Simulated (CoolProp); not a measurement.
Values from CoolProp's reference Helmholtz-energy equation of state, Zhou 2014.

Question: Give the vapour pressure (MPa), enthalpy of vaporisation (kJ/kg), liquid cp (kJ/(kg K)), surface tension (mN/m) of saturated cyclohexane at 66.65 °C.

Answer: 
```csv
T (°C),p (MPa),enthalpy of vaporisation (kJ/kg),liquid cp (kJ/(kg K)),surface tension (mN/m)
66.65,0.0650,366,2.06,19.5
```

Surface tension comes from a separate correlation (Mulero 2012).
